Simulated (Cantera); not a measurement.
Mixture: 8.83 % CH4, 4.68 % H2, 18.2 % O2, 68.3 % N2, at 0.523 atm, adiabatic and at constant pressure. Ignition delay is the time to a rise of 400 K.

Computed with Cantera and GRI-Mech 3.0 (53 species, 325 reactions).

**Question.** Predict: delay at 1000 K; delay at 1050 K; delay at 1100 K; delay at 1150 K; delay at 1200 K; delay at 1250 K; delay at 1300 K; apparent activation energy between 1200 and 1300 K.

**Answer.** 
```
Property                                                 Value
--------------------------------------------------  ----------
delay at 1000 K                                        30.1 ms
delay at 1050 K                                        17.3 ms
delay at 1100 K                                        10.2 ms
delay at 1150 K                                        6.19 ms
delay at 1200 K                                        3.85 ms
delay at 1250 K                                        2.46 ms
delay at 1300 K                                        1.62 ms
apparent activation energy between 1200 and 1300 K  110 kJ/mol
```
